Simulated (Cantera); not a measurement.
An isothermal, constant-pressure homogeneous reactor starts with 0.128 % CO, 1.09 % O2, 0.0188 % H2O, 98.8 % N2, equivalence ratio 0.059, at 1073 K and 0.370 bar.

Computed with Cantera and GRI-Mech 3.0 (53 species, 325 reactions).

x: mole fraction; the columns are a selection and need not sum to one.

```json
[
 {"t (s)": "8.00e-6", "x CO": "0.00128", "x O2": "0.0109", "x H2O": "0.000188", "x NO2": "<1e-12", "x N2O": "<1e-12", "x NO": "<1e-12"},
 {"t (s)": "2.64e-5", "x CO": "0.00128", "x O2": "0.0109", "x H2O": "0.000188", "x NO2": "<1e-12", "x N2O": "<1e-12", "x NO": "<1e-12"},
 {"t (s)": "8.69e-5", "x CO": "0.00128", "x O2": "0.0109", "x H2O": "0.000188", "x NO2": "<1e-12", "x N2O": "<1e-12", "x NO": "<1e-12"},
 {"t (s)": "0.000287", "x CO": "0.00128", "x O2": "0.0109", "x H2O": "0.000188", "x NO2": "<1e-12", "x N2O": "<1e-12", "x NO": "<1e-12"},
 {"t (s)": "0.000945", "x CO": "0.00128", "x O2": "0.0109", "x H2O": "0.000188", "x NO2": "<1e-12", "x N2O": "<1e-12", "x NO": "<1e-12"},
 {"t (s)": "0.00312", "x CO": "0.00128", "x O2": "0.0109", "x H2O": "0.000188", "x NO2": "<1e-12", "x N2O": "<1e-12", "x NO": "<1e-12"},
 {"t (s)": "0.0103", "x CO": "0.00128", "x O2": "0.0109", "x H2O": "0.000188", "x NO2": "<1e-12", "x N2O": "<1e-12", "x NO": "<1e-12"},
 {"t (s)": "0.0339", "x CO": "0.00128", "x O2": "0.0109", "x H2O": "0.000188", "x NO2": "<1e-12", "x N2O": "<1e-12", "x NO": "<1e-12"},
 {"t (s)": "0.112", "x CO": "0.00128", "x O2": "0.0109", "x H2O": "0.000188", "x NO2": "<1e-12", "x N2O": "2.37e-11", "x NO": "<1e-12"},
 {"t (s)": "0.368", "x CO": "0.000957", "x O2": "0.0107", "x H2O": "0.000184", "x NO2": "9.49e-12", "x N2O": "1.09e-7", "x NO": "1.79e-9"},
 {"t (s)": "1.21", "x CO": "0.000189", "x O2": "0.0103", "x H2O": "0.000187", "x NO2": "2.36e-10", "x N2O": "3.64e-7", "x NO": "1.89e-8"},
 {"t (s)": "4.00", "x CO": "?", "x O2": "0.0102", "x H2O": "0.000187", "x NO2": "1.00e-9", "x N2O": "?", "x NO": "?"}
]
```

Complete the blanks.


- 4.00, x CO: 2.15e-5
- 4.00, x N2O: 4.48e-7
- 4.00, x NO: 3.12e-8
